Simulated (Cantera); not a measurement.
An adiabatic, constant-pressure homogeneous reactor starts with 31.7 % H2, 9.32 % O2, 53.9 % N2, 5.07 % H2O, equivalence ratio 1.7, at 1798 K and 0.543 atm.

Model: GRI-Mech 3.0 (53 species, 325 reactions), integrated in Cantera.

One state of this run: T (K) = 2709; x H2 = 0.137; x O2 = 0.00162; x H2O = 0.233; x O = 0.00234; x NO2 = 2.25e-8; x HO2 = 8.20e-7; x NO = 0.000532. x: mole fraction; the columns are a selection and need not sum to one.

Task: Which value of t (s) does it belong to?
A. 2.64e-6
B. 0.0165
C. 0.000894
D. 4.86e-5

Result: C, 0.000894
